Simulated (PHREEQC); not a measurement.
Dissolve 0.012 mol HCl, 0.0043 mol MnSO4 and 0.13 mol MgSO4 per kg of water at 25 °C. Closed to the air; pH follows from the charge balance.

Equilibrium calculation in PHREEQC: ion-association model, wateq4f.dat.

Precipitation was switched off in this run.

### Question
Estimate the pH, ionic strength.

### Answer
pH 2.45; ionic strength 0.255 mol/kgw.

### Question
In which forms is Mg present?

### Answer
MgSO4 52 %, Mg+2 48 % of the Mg.
